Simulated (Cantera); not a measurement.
What does this Cantera script print?

```python
import numpy as np
import cantera as ct

gas_names = """
    Electron C C+ C- CH CH+ CH2 CH3 CH2OH CH3O CH4 CH3OH CN CN+ CN- CO CO+ CO2 CO2+ COOH C2 C2+ C2- C2H
    CHCO,ketyl C2H2,acetylene C2H2,vinylidene CH2CO,ketene C2H3,vinyl CH3CN CH3CO,acetyl C2H4
    C2H4O,ethylen CH3CHO,ethanal CH3COOH (HCOOH)2 C2H5 C2H6 CH3OCH3 C2H5OH CCN CNC C2N2 C2O C3
    C3H3,propargyl C3H4,allene C3H4,propyne C3H4,cyclo- C3H5,allyl C3H6,propylene C3H6,cyclo- C3H6O
    C3H7,n-propyl C3H7,i-propyl C3H8 C3H8O,1propanol C3H8O,2propanol C3O2 C4 C4H2 C4H4,1,3-cyclo-
    C4H6,butadiene C4H6,2-butyne C4H6,cyclo- C4H8,1-butene C4H8,cis2-buten C4H8,tr2-butene
    C4H8,isobutene C4H8,cyclo- (CH3COOH)2 C4H9,n-butyl C4H9,i-butyl C4H9,s-butyl C4H9,t-butyl
    C4H10,isobutane C4H10,n-butane C4N2 C5 C5H6,1,3cyclo- C5H8,cyclo- C5H10,1-pentene C5H10,cyclo-
    C5H11,pentyl C5H11,t-pentyl C5H12,n-pentane C5H12,i-pentane CH3C(CH3)2CH3 C6H2 C6H5,phenyl
    C6H5O,phenoxy C6H6 C6H5OH,phenol C6H10,cyclo- C6H12,1-hexene C6H12,cyclo- C6H13,n-hexyl C7H7,benzyl
    C7H8 C7H8O,cresol C7H14,1-heptene C7H15,n-heptyl C7H16,n-heptane C8H8,styrene C8H10,ethylbenz
    C8H16,1-octene C8H17,n-octyl C8H18,isooctane C8H18,n-octane C9H19,n-nonyl C10H8,naphthale
    C10H21,n-decyl C12H9,o-bipheny C12H10,bipheny H H+ H- HCN HCO HCO+ HCCN HNC HNCO HNO HNO2 HNO3 HO2
    H2 H2+ H2- HCHO,formaldehy HCOOH H2O H2O+ H2O2 H3O+ N N+ N- NCO NH NH+ NH2 NH3 NH2OH NH4+ NO NO+ NO2
    NO2- NO3 NO3- N2 N2+ N2- N2H2 N2H4 N2O N2O+ O O+ O- OH OH+ OH- O2 O2+ O2- O3
""".split()
cond_names = """
    C(gr) C6H6(L) C7H8(L) C8H18(L),n-octa H2O(s) H2O(L)
""".split()


def load(file, names, dense=False):
    # The tables refer to 1 bar. Condensed volumes are neglected.
    table = {s.name: s for s in ct.Species.list_from_file(file)}
    out = []
    for n in names:
        d = dict(table[n].input_data)
        d["thermo"] = dict(d["thermo"], **{"reference-pressure": 1e5})
        if dense:
            d["equation-of-state"] = {"model": "constant-volume", "density": "1e6 g/cm^3"}
        out.append(ct.Species.from_dict(d))
    return out


gas = ct.Solution(thermo="ideal-gas", species=load("nasa_gas.yaml", gas_names))
cond = {s.name: ct.Solution(thermo="fixed-stoichiometry", species=[s], name=s.name)
        for s in load("nasa_condensed.yaml", cond_names, dense=True)}
atoms = {
    'acetone': {'C': 3, 'H': 6, 'O': 1},
    'NH3': {'N': 1, 'H': 3},
    'N2': {'N': 2},
}
top_T = {'C(gr)': 4500}  # K; cautious upper limits of use, not melting points


def equilibrate(T, P, feed):
    n = {}
    for name, mol in feed.items():
        for a, k in atoms[name].items():
            n[a] = n.get(a, 0.0) + k * mol
    gas.TPX = T, P, n
    mass = sum(n.values()) * gas.mean_molecular_weight
    gas.equilibrate("TP")
    valid = [c for c in cond.values() if c.min_temp <= T <= top_T.get(c.name, c.max_temp)]
    mix = ct.Mixture([(gas, mass / gas.mean_molecular_weight)] + [(c, 0.0) for c in valid])
    mix.T, mix.P = T, P
    mix.equilibrate("TP", solver="vcs", rtol=1e-11, max_steps=5000)
    return mix


results = []
feed = {'acetone': 1, 'NH3': 0.16, 'N2': 3}  # mol
P = 220  # Pa
for T in [2500, 3000, 3500, 4000, 4500, 5000]:
    mix = equilibrate(T, P, feed)
    results.append((T, P, feed, dict(zip(mix.species_names, mix.species_moles))))

top = {s: max(r[3][s] / sum(r[3][g] for g in gas_names) for r in results) for s in gas_names}
cols = sorted((s for s in top if top[s] > 0.0001), key=lambda s: -top[s])[:7]
seen = [c for c in cond_names if any(r[3].get(c, 0) > 1e-12 for r in results)]
print("log10 of partial pressures in bar; condensed amounts in mol")
print(f"{'T/K':>10s}" + "".join(f"{s[:9]:>10s}" for s in cols + seen))
for T, P, feed, n in results:
    ng = sum(n[g] for g in gas_names)
    print(f"{T:10.4g}" + "".join(f"{np.log10(max(n[s] / ng * P / 1e5, 1e-99)):10.3f}" for s in cols)
          + "".join(f"{n.get(c, 0):10.4g}" for c in seen))
```

Output:

```
log10 of partial pressures in bar; condensed amounts in mol
       T/K         H        N2        H2         N         C        CO        C3     C(gr)
      2500    -3.239    -3.110    -3.279    -8.089    -6.779    -3.584    -6.304     1.741
      3000    -2.937    -3.238    -4.271    -6.475    -4.488    -3.699    -4.084         0
      3500    -2.933    -3.281    -5.409    -5.295    -3.654    -3.741    -4.914         0
      4000    -2.946    -3.297    -6.297    -4.399    -3.499    -3.757    -6.955         0
      4500    -2.963    -3.377    -7.004    -3.734    -3.485    -3.782    -8.860         0
      5000    -3.005    -3.654    -7.626    -3.307    -3.473    -3.934   -10.383         0
```

Method: chemical equilibrium by Gibbs-energy minimisation in Cantera with the NASA 1993 tables (ideal gas, pure condensed phases). The feed counts by its element totals alone.
